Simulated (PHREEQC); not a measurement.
1 kg of water holding 0.018 mol NaHCO3 meets 20 L of dry gas (CO2 0.32, H2 0.68 by moles) at fixed total pressure, at 50 °C; fugacities by Peng-Robinson. The gases take part in no redox reaction, some water evaporates into the gas, and hydrates or a liquid gas phase aren't modelled. Nothing may precipitate in this run.

Computed with PHREEQC (ion-association model, phreeqc.dat).

| P (atm) | dissolved CO2 (all carbonate carbon) (mol/kgw) | φ of CO2 | p of CO2 (atm) | dissolved H2 (mol/kgw) | φ of H2 | p of H2 (atm) | pH |
|---|---|---|---|---|---|---|---|
| 2 | 0.0294 | 0.994 | 0.591 | 0.000936 | 1.001 | 1.29 | 6.42 |
| 5 | 0.0472 | 0.985 | 1.54 | 0.00243 | 1.003 | 3.34 | 6.01 |
| 10 | 0.0761 | 0.971 | 3.11 | 0.00490 | 1.006 | 6.76 | 5.71 |
| 30 | 0.181 | 0.917 | 9.42 | 0.0147 | 1.018 | 20.4 | 5.26 |
| 40 | 0.227 | 0.892 | 12.6 | 0.0195 | 1.024 | 27.3 | 5.15 |
| 50 | 0.271 | 0.868 | 15.7 | 0.0242 | 1.030 | 34.1 | 5.07 |
| 75 | 0.364 | 0.813 | 23.7 | 0.0359 | 1.046 | 51.2 | 4.92 |
| 100 | 0.440 | 0.764 | 31.6 | 0.0474 | 1.062 | 68.2 | 4.83 |
| 200 | 0.628 | 0.621 | 63.4 | 0.0905 | 1.131 | 136 | 4.63 |
| 300 | 0.716 | 0.537 | 95.3 | 0.129 | 1.201 | 204 | 4.53 |
| 400 | 0.763 | 0.488 | 127 | 0.164 | 1.273 | 272 | 4.47 |

Species that the database lacks are ignored. Constants without temperature data keep their 25 °C values here.
